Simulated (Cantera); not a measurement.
Input: 1 mol MgCO3, 0.054 mol C, 0.011 mol H2, 1.5 mol H2O, equilibrated at 1450 K and 0.120 bar.

Method: chemical equilibrium by Gibbs-energy minimisation in Cantera with the NASA 1993 tables (ideal gas, pure condensed phases). Candidate condensed phases: C, C6H6, C7H8, C8H18, H2O, Mg, MgCO3, MgO, Mg(OH)2; 116 gas species. Kinetics and transport are ignored.

Base state: H2O 0.571, CO2 0.382, CO 0.0285, H2 0.0179 (mole fractions); condensed: MgO(s).

Q: What changes in the equilibrium state with this change: temperature from 1450 K to 875 K?

A: 
```json
[
 {"species": "H2O", "before": "0.571", "after": "0.553"},
 {"species": "CO2", "before": "0.382", "after": "0.401"},
 {"species": "H2", "before": "0.0179", "after": "0.0364"},
 {"species": "CO", "before": "0.0285", "after": "0.0100"},
 {"species": "MgO(s), mol", "before": "1.00", "after": "1.00"}
]
```
